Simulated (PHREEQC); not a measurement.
Consider water at 45 °C with 17 mmol/kgw HCl, 0.095 mmol/kgw Al2(SO4)3 and 120 mmol/kgw MnSO4. Closed to the air; pH follows from the charge balance.

Equilibrium calculation in PHREEQC: ion-association model, phreeqc.dat.

### Question
The ionic strength comes out as 0.240 mol/kgw. What activity coefficients do H+, AlSO4+, Al+3, HSO4-, Al(SO4)2- get?

### Answer
H+ 0.79, AlSO4+ 0.71, Al+3 0.11, HSO4- 0.73, Al(SO4)2- 0.71.

No solid was allowed to form. Away from 25 °C the constants follow the database's enthalpies or fits; those with neither stay at their 25 °C values.
